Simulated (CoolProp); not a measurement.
Carbonyl sulfide at several states: density (kg/m³) from the reference equation and from simpler models built on Tc = 378.8 K, pc = 6.369 MPa, ω = 0.098; each cubic takes its own stable root.

Model: reference Helmholtz-energy equation of state, Lemmon 2006, in CoolProp. It is a short technical equation, of lower accuracy than the large ones.

| T (K) | p (MPa) | phase | reference | van der Waals | Soave-Redlich-Kwong | Peng-Robinson |
|---|---|---|---|---|---|---|
| 495.8 | 1.62 | gas | [?] | [?] | [?] | [?] |
| 147.1 | 0.282 | liquid | [?] | [?] | [?] | [?] |
| 618.8 | 0.0171 | gas | 0.1997 | 0.1997 | 0.1997 | 0.1997 |

Task: Complete the blanks.

Result: 
- 495.8, reference: 24.50
- 495.8, van der Waals: 24.57
- 495.8, Soave-Redlich-Kwong: 24.48
- 495.8, Peng-Robinson: 24.66
- 147.1, reference: 1328
- 147.1, van der Waals: 843.3
- 147.1, Soave-Redlich-Kwong: 1250
- 147.1, Peng-Robinson: 1402
